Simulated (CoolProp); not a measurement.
Properties of methane along the isobar 1.9 MPa (Tc = -82.6 °C, pc = 4.599 MPa, ω = 0.011).

Values from CoolProp's reference Helmholtz-energy equation of state, Setzmann 1991.

```
T (°C)    phase           Z  fugacity coefficient
-------  ------  ----------  --------------------
-147.15  liquid     0.07228                0.1494
-125.85  liquid  (withheld)                0.4304
-104.55     gas  (withheld)                0.8042
-83.25      gas      0.8432            (withheld)
-62.05      gas  (withheld)            (withheld)
-40.75      gas  (withheld)                0.9259
-19.45      gas      0.9420            (withheld)
1.75        gas  (withheld)                0.9572
23.05       gas      0.9668                0.9671
44.35       gas      0.9746                0.9746
65.65       gas      0.9806                0.9805
86.85       gas      0.9853                0.9851
108.15      gas      0.9890                0.9888
129.45      gas      0.9920                0.9918
```

Question: Fill in the missing entries.

Answer: 
- -125.85, Z: 0.06811
- -104.55, Z: 0.7522
- -83.25, fugacity coefficient: 0.8631
- -62.05, Z: 0.8915
- -62.05, fugacity coefficient: 0.9004
- -40.75, Z: 0.9217
- -19.45, fugacity coefficient: 0.9440
- 1.75, Z: 0.9563
